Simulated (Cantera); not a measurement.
Standard-state values (1 bar) from the NASA 1993 polynomials, evaluated with Cantera. Values are per mole of reaction as written; species without (g) are pure solids or liquids, kept so even where they would boil at 1 bar.

2 FeCl₃(g) ⇌ Fe₂Cl₆(g), with ΔH° = -148.1 kJ and ΔS° = -151.4 J/K at 300 K.

Question: How far is the shortcut ΔG° ≈ ΔH°(300 K) − T·ΔS°(300 K) from the full temperature-dependent value at 773, 973, 1173, 1373, 1573, 1773, 1973, 2173, 2373 K?

Answer: 
```tsv
T (K)	shortcut (kJ)	full (kJ)	difference (kJ)	difference in log10 K
773	-31.1	-35.7	4.6	-0.31
973	-0.8	-9.1	8.3	-0.45
1173	29.5	16.7	12.8	-0.57
1373	59.8	42.0	17.8	-0.68
1573	90.0	66.8	23.2	-0.77
1773	120.3	91.2	29.1	-0.86
1973	150.6	115.2	35.4	-0.94
2173	180.9	138.8	42.0	-1.01
2373	211.2	162.2	49.0	-1.08
```
The shortcut ignores the heat-capacity change of the reaction.
